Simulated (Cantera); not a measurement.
Cantera run:

```python
import numpy as np
import cantera as ct

gas_names = """
    B BO BO2 B2 B2O B2O2 B2O3 O O2 O3
""".split()
cond_names = """
    B(b) B(L) B2O3(L)
""".split()


# ... load() reads the species with a 1 bar reference pressure and builds the phases ...
atoms = {
    'B': {'B': 1},
    'O2': {'O': 2},
}
top_T = {}  # K; cautious upper limits of use, not melting points


# ... equilibrate(T, P, feed) seeds the gas with the atoms and calls Mixture.equilibrate('TP', solver="vcs", rtol=1e-11, max_steps=5000) ...
results = []
feed = {'B': 1, 'O2': 4.9}  # mol
T = 1823  # K
P = 1000  # Pa
mix = equilibrate(T, P, feed)
results.append((T, P, feed, dict(zip(mix.species_names, mix.species_moles))))
print(gas.report(threshold=1e-05))
for i in range(1, mix.n_phases):
    print(f"{mix.phase(i).name:16s} {mix.phase_moles(i):12.5e} mol")
```

Output:

```
       temperature   1823 K
          pressure   1000 Pa
           density   0.002367 kg/m^3
  mean mol. weight   35.877 kg/kmol
   phase of matter   gas

                          1 kg             1 kmol
                     ---------------   ---------------
          enthalpy       -6.9995e+05       -2.5112e+07  J
   internal energy       -1.1224e+06       -4.0269e+07  J
           entropy            9073.6        3.2553e+05  J/K
    Gibbs function       -1.7241e+07       -6.1855e+08  J
 heat capacity c_p            1235.5             44324  J/K
 heat capacity c_v            1003.7             36009  J/K

                      mass frac. Y      mole frac. X     chem. pot. / RT
                     ---------------   ---------------   ---------------
               BO2          0.018634          0.015617           -61.289
              B2O3           0.19253          0.099219           -105.99
                 O        0.00063242         0.0014181           -16.584
                O2            0.7882           0.88374           -33.167
     [   +6 minor]        4.8528e-06        6.4659e-06

B(b)              0.00000e+00 mol
B2O3(L)           0.00000e+00 mol
```

Method: chemical equilibrium by Gibbs-energy minimisation in Cantera with the NASA 1993 tables (ideal gas, pure condensed phases).
